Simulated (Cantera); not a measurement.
A closed system holds: 1 mol Al, 5.2 mol HCl, 180 mol H2, 5.3 mol O2, at 1798.15 K and 70.0 mbar.

Method: chemical equilibrium by Gibbs-energy minimisation in Cantera with the NASA 1993 tables (ideal gas, pure condensed phases). Candidate condensed phases: Al, AlCl3, Al2O3, H2O; 29 gas species. Equilibrium is a limit: real reactors are often held back by kinetics, nucleation or transport.

Base state: H2 0.922, H2O 0.0491, HCl 0.0280, H 0.00128, Cl 2.98e-5 (mole fractions); condensed: Al2O3(s).

Question: What changes in the equilibrium state with this change: temperature from 1798.15 K to 1348.15 K?

Answer: 
```tsv
species	before	after
H2	0.922	0.923
H2O	0.0491	0.0491
HCl	0.0280	0.0281
H	0.00128	8.42e-6
Cl	2.98e-5	2.14e-7
Al2O3(s), mol	0.500	0.500
```
